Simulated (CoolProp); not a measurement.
The numbers come from the reference Helmholtz-energy equation of state, Gao 2022 in CoolProp.

Give the vapour pressure (bar), vapour density (kg/m³), enthalpy of vaporisation (kJ/kg), liquid cp (kJ/(kg K)) of saturated n-perfluorohexane at 315.9 K.


| T (K) | p (bar) | vapour density (kg/m³) | enthalpy of vaporisation (kJ/kg) | liquid cp (kJ/(kg K)) |
|---|---|---|---|---|
| 315.9 | 0.606 | 8.14 | 88.5 | 1.07 |
